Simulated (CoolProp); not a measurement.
Saturation properties of R115 (Tc = 353.1 K, pc = 3.129 MPa, ω = 0.248).

The numbers come from the reference Helmholtz-energy equation of state, Lemmon 2016 in CoolProp.

| T (K) | p (MPa) | liquid density (kg/m³) | enthalpy of vaporisation (kJ/kg) | liquid cp (kJ/(kg K)) | vapour Z |
|---|---|---|---|---|---|
| 224.9 | 0.06640 | 1578 | 128.7 | 0.9188 | 0.9686 |
| 230 | 0.08470 | 1560 | 126.8 | 0.9273 | 0.9625 |
| 235.1 | 0.1067 | 1543 | 124.9 | 0.9362 | 0.9556 |
| 240.3 | 0.1335 | 1524 | 122.9 | 0.9459 | 0.9478 |
| 245.4 | 0.1646 | 1506 | 120.9 | 0.9559 | 0.9393 |
| 250.5 | 0.2010 | 1487 | 118.8 | 0.9664 | 0.9300 |
| 255.6 | 0.2431 | 1468 | 116.6 | 0.9776 | 0.9198 |
| 260.8 | 0.2927 | 1448 | 114.3 | 0.9897 | 0.9085 |
| 265.9 | 0.3484 | 1428 | 111.9 | 1.002 | 0.8965 |
| 271 | 0.4118 | 1407 | 109.4 | 1.016 | 0.8834 |
| 276.1 | 0.4833 | 1386 | 106.9 | 1.030 | 0.8694 |
| 281.2 | 0.5638 | 1365 | 104.2 | 1.046 | 0.8542 |
| 286.4 | 0.6556 | 1342 | 101.3 | 1.064 | 0.8376 |
| 291.5 | 0.7561 | 1318 | 98.31 | 1.082 | 0.8201 |
| 296.6 | 0.8674 | 1294 | 95.16 | 1.104 | 0.8012 |

It boils at 233.9 K under 1 atm.
